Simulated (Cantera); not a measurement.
**Thermodynamics of chlorosilane synthesis and conversion, feed Si + Cl2 + H2**

A closed system holds: 1 mol Si, 0.76 mol Cl2, 5.4 mol H2, at 1227 °C and 5180 Torr.

Equilibrium computed with Cantera from the NASA thermochemical tables; the gas is ideal and each condensed phase is pure. Candidate condensed phases: Si; 19 gas species. The tables' values for SiCl3 are old estimates; treat these amounts as uncertain. Equilibrium is a limit: real reactors are often held back by kinetics, nucleation or transport.

The x(H2) is 0.864 and the x(HCl) is 0.0707. The x(SiCl2) is 0.0186 and the x(SiHCl3) comes out as 0.0185. The x(SiCl4) is 0.0146 and the x(SiCl3) is 0.00924. The x(SiH2Cl2) comes out as 0.00372. The x(SiH3Cl) is 0.000220, the x(H) is 6.23e-6 and the n(Si(s)) comes out as 0.617 mol. The gas amount is 5.914 mol.
